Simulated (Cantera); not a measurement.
What does this Cantera script print?

```python
import numpy as np
import cantera as ct

gas_names = [...]  # 113 gases of nasa_gas.yaml made of C, H, O, Pb
cond_names = """
    C(gr) C6H6(L) C7H8(L) C8H18(L),n-octa H2O(s) H2O(L) Pb(cr) Pb(L) PbO(rd) PbO(yw) PbO(L) PbO2(s)
    Pb3O4(s)
""".split()


# ... load() reads the species with a 1 bar reference pressure and builds the phases ...
atoms = {
    'PbO': {'Pb': 1, 'O': 1},
    'C': {'C': 1},
    'H2': {'H': 2},
    'CH4': {'C': 1, 'H': 4},
}
top_T = {'C(gr)': 4500, 'Pb3O4(s)': 820}  # K; cautious upper limits of use, not melting points


# ... equilibrate(T, P, feed) seeds the gas with the atoms and calls Mixture.equilibrate('TP', solver="vcs", rtol=1e-11, max_steps=5000) ...
results = []
feed = {'PbO': 1, 'C': 1.5, 'H2': 14, 'CH4': 2.2}  # mol
T = 1123  # K
P = 7500  # Pa
mix = equilibrate(T, P, feed)
results.append((T, P, feed, dict(zip(mix.species_names, mix.species_moles))))
print(gas.report(threshold=0.0001))
for i in range(1, mix.n_phases):
    print(f"{mix.phase(i).name:16s} {mix.phase_moles(i):12.5e} mol")
```

Output:

```
       temperature   1123 K
          pressure   7500 Pa
           density   0.003117 kg/m^3
  mean mol. weight   3.8805 kg/kmol
   phase of matter   gas

                          1 kg             1 kmol
                     ---------------   ---------------
          enthalpy        4.9304e+06        1.9133e+07  J
   internal energy        2.5243e+06        9.7956e+06  J
           entropy             50780        1.9705e+05  J/K
    Gibbs function       -5.2095e+07       -2.0216e+08  J
 heat capacity c_p            7979.9             30967  J/K
 heat capacity c_v            5837.3             22652  J/K

                      mass frac. Y      mole frac. X     chem. pot. / RT
                     ---------------   ---------------   ---------------
               CH4         0.0081112          0.001962           -42.594
                CO           0.37008          0.051272           -43.311
                H2           0.49046           0.94408            -20.45
               H2O         0.0011122        0.00023957           -62.065
                Pb           0.13009         0.0024365           -10.274
     [ +108 minor]        0.00013989         1.219e-05

C(gr)             2.66681e+00 mol
Pb(L)             9.52721e-01 mol
PbO(yw)           0.00000e+00 mol
PbO2(s)           0.00000e+00 mol
```

Method: chemical equilibrium by Gibbs-energy minimisation in Cantera with the NASA 1993 tables (ideal gas, pure condensed phases).
